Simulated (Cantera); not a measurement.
Chemical vapour transport: Al + H2O + H2 + Cl2

Input: 1 mol Al, 0.032 mol H2O, 0.34 mol H2, 0.019 mol Cl2, held at 10.0 mbar.

Equilibrium computed with Cantera from the NASA thermochemical tables; the gas is ideal and each condensed phase is pure. Candidate condensed phases: Al, AlCl3, Al2O3, H2O; 29 gas species. Mutual solubility and eutectic melting of coexisting phases are not modelled. The tables' values for AlCl2 are old estimates; treat these amounts as uncertain. Rates play no part.

```json
[
 {"T (°C)": "802", "x H2": "0.923", "x AlCl": "0.0670", "x Al2O": "5.38e-9", "x Al": "7.00e-8", "x AlCl3": "0.00734", "n Al(l)": "0.948", "n Al2O3(s)": "0.0107"},
 {"T (°C)": "852", "x H2": "0.913", "x AlCl": "0.0833", "x Al2O": "3.64e-8", "x Al": "3.31e-7", "x AlCl3": "0.00206", "n Al(l)": "0.943", "n Al2O3(s)": "0.0107"},
 {"T (°C)": "902", "x H2": "0.909", "x AlCl": "0.0894", "x Al2O": "2.08e-7", "x Al": "1.37e-6", "x AlCl3": "0.000441", "n Al(l)": "0.941", "n Al2O3(s)": "0.0107"},
 {"T (°C)": "952", "x H2": "0.908", "x AlCl": "0.0913", "x Al2O": "1.03e-6", "x Al": "5.02e-6", "x AlCl3": "9.44e-5", "n Al(l)": "0.941", "n Al2O3(s)": "0.0107"},
 {"T (°C)": "1002", "x H2": "0.908", "x AlCl": "0.0919", "x Al2O": "4.45e-6", "x Al": "1.66e-5", "x AlCl3": "2.22e-5", "n Al(l)": "0.941", "n Al2O3(s)": "0.0107"},
 {"T (°C)": "1052", "x H2": "0.907", "x AlCl": "0.0922", "x Al2O": "1.72e-5", "x Al": "5.01e-5", "x AlCl3": "5.78e-6", "n Al(l)": "0.941", "n Al2O3(s)": "0.0107"},
 {"T (°C)": "1102", "x H2": "0.907", "x AlCl": "0.0924", "x Al2O": "6.00e-5", "x Al": "0.000139", "x AlCl3": "1.66e-6", "n Al(l)": "0.941", "n Al2O3(s)": "0.0107"},
 {"T (°C)": "1152", "x H2": "0.907", "x AlCl": "0.0924", "x Al2O": "0.000191", "x Al": "0.000360", "x AlCl3": "5.24e-7", "n Al(l)": "0.940", "n Al2O3(s)": "0.0106"},
 {"T (°C)": "1202", "x H2": "0.906", "x AlCl": "0.0924", "x Al2O": "0.000560", "x Al": "0.000869", "x AlCl3": "1.79e-7", "n Al(l)": "0.940", "n Al2O3(s)": "0.0106"},
 {"T (°C)": "1252", "x H2": "0.904", "x AlCl": "0.0922", "x Al2O": "0.00153", "x Al": "0.00198", "x AlCl3": "6.54e-8", "n Al(l)": "0.939", "n Al2O3(s)": "0.0105"},
 {"T (°C)": "1302", "x H2": "0.899", "x AlCl": "0.0918", "x Al2O": "0.00389", "x Al": "0.00428", "x AlCl3": "2.54e-8", "n Al(l)": "0.937", "n Al2O3(s)": "0.0101"},
 {"T (°C)": "1352", "x H2": "0.890", "x AlCl": "0.0909", "x Al2O": "0.00933", "x Al": "0.00879", "x AlCl3": "1.03e-8", "n Al(l)": "0.932", "n Al2O3(s)": "0.00937"},
 {"T (°C)": "1402", "x H2": "0.870", "x AlCl": "0.0890", "x Al2O": "0.0212", "x Al": "0.0173", "x AlCl3": "4.28e-9", "n Al(l)": "0.921", "n Al2O3(s)": "0.00765"}
]
```
x: gas mole fraction; n: condensed amount in mol.

From 802 °C to 1402 °C the condensed part is Al(l) + Al2O3(s). The main Al-bearing gas is AlCl throughout. The share of Al in condensed phases is highest at 802 °C (96.9 %) and lowest at 1402 °C (93.6 %).
